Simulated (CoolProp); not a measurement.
The numbers come from the reference Helmholtz-energy equation of state, Thol 2012 in CoolProp.

Task: For benzene, give the phase and the cp (kJ/(kg K)), fugacity coefficient at 620 K and 46 bar; 620 K and 61.3 bar.

Result: 
- 620 K and 46 bar: gas; cp 2.50, fugacity coefficient 0.781
- 620 K and 61.3 bar: supercritical; cp 2.95, fugacity coefficient 0.712
